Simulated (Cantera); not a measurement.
Cantera run:

```python
import numpy as np
import cantera as ct

gas_names = """
    H H2 Hg
""".split()
cond_names = """
    Hg(cr) Hg(L)
""".split()


# ... load() reads the species with a 1 bar reference pressure and builds the phases ...
atoms = {
    'Hg': {'Hg': 1},
    'H2': {'H': 2},
}
top_T = {}  # K; cautious upper limits of use, not melting points


# ... equilibrate(T, P, feed) seeds the gas with the atoms and calls Mixture.equilibrate('TP', solver="vcs", rtol=1e-11, max_steps=5000) ...
results = []
P = 550000  # Pa
for T in [475, 525, 575, 625, 675, 725, 775, 825, 875, 925]:
    for m in [1.3, 1.8, 2.5, 3.4, 4.8, 6.7, 9.4, 13, 19, 26, 36, 51, 71]:
        feed = {'Hg': 1, 'H2': m}  # mol
        mix = equilibrate(T, P, feed)
        results.append((T, P, feed, dict(zip(mix.species_names, mix.species_moles))))

for T, P, feed, n in results:
    print(f"{T:7g} {feed['H2']:10.4g}  " + (" + ".join(c for c in cond_names if n.get(c, 0) > 1e-12) or "gas only"))
```

It prints:

```
    475        1.3  Hg(L)
    475        1.8  Hg(L)
    475        2.5  Hg(L)
    475        3.4  Hg(L)
    475        4.8  Hg(L)
    475        6.7  Hg(L)
    475        9.4  Hg(L)
    475         13  Hg(L)
    475         19  Hg(L)
    475         26  Hg(L)
    475         36  Hg(L)
    475         51  Hg(L)
    475         71  Hg(L)
    525        1.3  Hg(L)
    525        1.8  Hg(L)
    525        2.5  Hg(L)
    525        3.4  Hg(L)
    525        4.8  Hg(L)
    525        6.7  Hg(L)
    525        9.4  Hg(L)
    525         13  Hg(L)
    525         19  Hg(L)
    525         26  Hg(L)
    525         36  Hg(L)
    525         51  Hg(L)
    525         71  gas only
    575        1.3  Hg(L)
    575        1.8  Hg(L)
    575        2.5  Hg(L)
    575        3.4  Hg(L)
    575        4.8  Hg(L)
    575        6.7  Hg(L)
    575        9.4  Hg(L)
    575         13  Hg(L)
    575         19  gas only
    575         26  gas only
    575         36  gas only
    575         51  gas only
    575         71  gas only
    625        1.3  Hg(L)
    625        1.8  Hg(L)
    625        2.5  Hg(L)
    625        3.4  Hg(L)
    625        4.8  Hg(L)
    625        6.7  gas only
    625        9.4  gas only
    625         13  gas only
    625         19  gas only
    625         26  gas only
    625         36  gas only
    625         51  gas only
    625         71  gas only
    675        1.3  Hg(L)
    675        1.8  gas only
    675        2.5  gas only
    675        3.4  gas only
    675        4.8  gas only
    675        6.7  gas only
    675        9.4  gas only
    675         13  gas only
    675         19  gas only
    675         26  gas only
    675         36  gas only
    675         51  gas only
    675         71  gas only
    725        1.3  gas only
    725        1.8  gas only
    725        2.5  gas only
    725        3.4  gas only
    725        4.8  gas only
    725        6.7  gas only
    725        9.4  gas only
    725         13  gas only
    725         19  gas only
    725         26  gas only
    725         36  gas only
    725         51  gas only
    725         71  gas only
    775        1.3  gas only
    775        1.8  gas only
    775        2.5  gas only
    775        3.4  gas only
    775        4.8  gas only
    775        6.7  gas only
    775        9.4  gas only
    775         13  gas only
    775         19  gas only
    775         26  gas only
    775         36  gas only
    775         51  gas only
    775         71  gas only
    825        1.3  gas only
    825        1.8  gas only
    825        2.5  gas only
    825        3.4  gas only
    825        4.8  gas only
    825        6.7  gas only
    825        9.4  gas only
    825         13  gas only
    825         19  gas only
    825         26  gas only
    825         36  gas only
    825         51  gas only
    825         71  gas only
    875        1.3  gas only
    875        1.8  gas only
    875        2.5  gas only
    875        3.4  gas only
    875        4.8  gas only
    875        6.7  gas only
    875        9.4  gas only
    875         13  gas only
    875         19  gas only
    875         26  gas only
    875         36  gas only
    875         51  gas only
    875         71  gas only
    925        1.3  gas only
    925        1.8  gas only
    925        2.5  gas only
    925        3.4  gas only
    925        4.8  gas only
    925        6.7  gas only
    925        9.4  gas only
    925         13  gas only
    925         19  gas only
    925         26  gas only
    925         36  gas only
    925         51  gas only
    925         71  gas only
```

Equilibrium computed with Cantera from the NASA thermochemical tables; the gas is ideal and each condensed phase is pure.
